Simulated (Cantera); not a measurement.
Mixture: CH4 : H2 : O2 : N2 : CO2 = 1 : 1.1 : 1.16 : 4.36 : 2 (molar parts), at 29.0 bar, adiabatic and at constant volume. Ignition delay is the time to a rise of 400 K.

Model: GRI-Mech 3.0 (53 species, 325 reactions), integrated in Cantera. The pressure lies above the range GRI-Mech 3.0 was tuned for (to about 10 atm).

What does this change do: H2 1.1 to 0.37 parts?


```json
[
 {"quantity": "delay at 1300 K", "before": "51.3 µs", "after": "0.110 ms"},
 {"quantity": "delay at 1500 K", "before": "13.1 µs", "after": "32.4 µs"},
 {"quantity": "delay at 1700 K", "before": "4.91 µs", "after": "10.4 µs"},
 {"quantity": "delay at 1900 K", "before": "2.00 µs", "after": "3.39 µs"},
 {"quantity": "delay at 2100 K", "before": "0.881 µs", "after": "1.26 µs"},
 {"quantity": "apparent activation energy between 1900 and 2100 K", "before": "140 kJ/mol", "after": "160 kJ/mol"}
]
```

What does this change do: 0.018 parts C2H6 added?


| quantity | before | after |
|---|---|---|
| delay at 1300 K | 51.3 µs | 51.2 µs |
| delay at 1500 K | 13.1 µs | 12.5 µs |
| delay at 1700 K | 4.91 µs | 4.54 µs |
| delay at 1900 K | 2.00 µs | 1.81 µs |
| delay at 2100 K | 0.881 µs | 0.810 µs |
| apparent activation energy between 1900 and 2100 K | 140 kJ/mol | 130 kJ/mol |

What does this change do: pressure from 29.0 bar to 6.70 bar?


```
quantity                                                before       after
--------------------------------------------------  ----------  ----------
delay at 1300 K                                        51.3 µs    0.177 ms
delay at 1500 K                                        13.1 µs     51.4 µs
delay at 1700 K                                        4.91 µs     17.2 µs
delay at 1900 K                                        2.00 µs     6.70 µs
delay at 2100 K                                       0.881 µs     3.03 µs
apparent activation energy between 1900 and 2100 K  140 kJ/mol  130 kJ/mol
```
